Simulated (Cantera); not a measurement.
A closed system holds: 1 mol Si, 5.5 mol HF, 2.3 mol NF₃, held at 600 °C and 0.133 bar.

Cantera equilibrium calculation (NASA polynomials, part measured and part estimated; ideal gas, pure solids and liquids). Candidate condensed phases: Si, Si₃N₄; 37 gas species. Kinetics and transport are ignored.

Base state: HF 0.603, F₂ 0.134, N₂ 0.122, SiF₄ 0.110, F 0.0234, NF₃ 0.00893 (mole fractions); condensed: gas only.

Problem. What changes in the equilibrium state with this change: temperature from 600 °C to 902 °C?

Solution. 
```csv
species,before,after
HF,0.603,0.539
F,0.0234,0.217
N₂,0.122,0.113
F₂,0.134,0.0337
SiF₄,0.110,0.0980
NF₃,0.00893,1.13e-5
```

Problem. What changes in the equilibrium state with this change: temperature from 600 °C to 852 °C?

Solution. 
```csv
species,before,after
HF,0.603,0.549
F,0.0234,0.185
N₂,0.122,0.115
F₂,0.134,0.0521
SiF₄,0.110,0.0997
NF₃,0.00893,3.93e-5
```
